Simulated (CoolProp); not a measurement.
Model: reference Helmholtz-energy equation of state, Guder 2009, in CoolProp.

Q: For sulfur hexafluoride, give the phase and the speed of sound (m/s), Joule-Thomson coefficient (K/MPa), viscosity (µPa s), conductivity (mW/(m K)) at 269.1 K and 39.4 bar; 326.3 K and 39.4 bar.

A: 
- 269.1 K and 39.4 bar: liquid; speed of sound 377, Joule-Thomson coefficient 0.0247, viscosity 216, conductivity 65.8
- 326.3 K and 39.4 bar: supercritical; speed of sound 85.5, Joule-Thomson coefficient 12.8, viscosity 24.6, conductivity 27.3

Viscosity comes from a separate model (Quiñones-Cisneros 2012). Thermal conductivity comes from a separate model (Assael 2012).
